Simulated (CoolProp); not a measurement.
Dimethyl carbonate at 302.19 K and 2.7 MPa is throttled through a valve to 1.45 MPa with no heat exchange. Each further row changes one setting.

Values from CoolProp's reference Helmholtz-energy equation of state, Zhou 2011.

```json
[
 {"case": "as stated", "temperature change (K)": "+0.4"},
 {"case": "outlet pressure 0.435 MPa", "temperature change (K)": "+0.7"},
 {"case": "outlet pressure 1.89 MPa", "temperature change (K)": "+0.3"}
]
```
